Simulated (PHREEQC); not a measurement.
Consider water at 25 °C with 9.7 mmol/kgw CO2. Closed to the air; pH follows from the charge balance.

Computed with PHREEQC (ion-association model, wateq4f.dat).

| quantity | before | after |
|---|---|---|
| pH | 4.18 | 4.54 |
| ionic strength (mol/kgw) | 6.61e-5 | 2.93e-5 |
| HCO3- (mol/kgw) | 6.61e-5 | 2.93e-5 |
| CO3-2 (mol/kgw) | 4.87e-11 | 4.81e-11 |

Q: What was changed between the two runs?
A. CO2 from 0.0097 to 0.00873 mol/kgw
B. CO2 replaced by NaHCO3 at the same molality
C. CO2 from 0.0097 to 0.0107 mol/kgw
D. CO2 from 0.0097 to 0.00194 mol/kgw

A: D, CO2 from 0.0097 to 0.00194 mol/kgw

No solid was allowed to form.
